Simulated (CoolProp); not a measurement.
Octamethyltrisiloxane (MDM) along the isotherm 143.35 °C: fugacity coefficient from the reference equation and from simpler models built on Tc = 292.2 °C, pc = 1438 kPa, ω = 0.528; each cubic takes its own stable root.

Model: reference Helmholtz-energy equation of state, Thol 2017, in CoolProp.

```tsv
p (kPa)	phase	reference	van der Waals	Peng-Robinson
1200	liquid	0.06951	0.3002	___
2400	liquid	0.03911	0.1826	___
3590	liquid	0.02938	___	0.02894
4790	liquid	0.02475	0.1333	0.02426
5990	liquid	0.02223	___	0.02168
7190	liquid	0.02079	0.1280	0.02017
8390	liquid	0.01999	0.1312	0.01929
9580	liquid	0.01961	___	___
10800	liquid	0.01953	0.1452	0.01864
12000	liquid	0.01969	0.1555	0.01869
13200	liquid	0.02004	0.1680	0.01892
14400	liquid	0.02056	0.1828	0.01930
```

### Question
Complete the blanks.

### Answer

- 1200, Peng-Robinson: 0.06907
- 2400, Peng-Robinson: 0.03870
- 3590, van der Waals: 0.1475
- 5990, van der Waals: 0.1281
- 9580, van der Waals: 0.1369
- 9580, Peng-Robinson: 0.01882
